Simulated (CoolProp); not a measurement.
Model: reference Helmholtz-energy equation of state, Lemmon 2006, in CoolProp. It is a short technical equation, of lower accuracy than the large ones.

Question: For C3F8 (R218), give the phase and the Joule-Thomson coefficient (K/MPa) at 337.6 K and 0.0179 MPa; 229.8 K and 0.441 MPa; 250.3 K and 0.219 MPa.

Answer: 
- 337.6 K and 0.0179 MPa: gas; Joule-Thomson coefficient 8.25
- 229.8 K and 0.441 MPa: liquid; Joule-Thomson coefficient -0.295
- 250.3 K and 0.219 MPa: liquid; Joule-Thomson coefficient -0.208
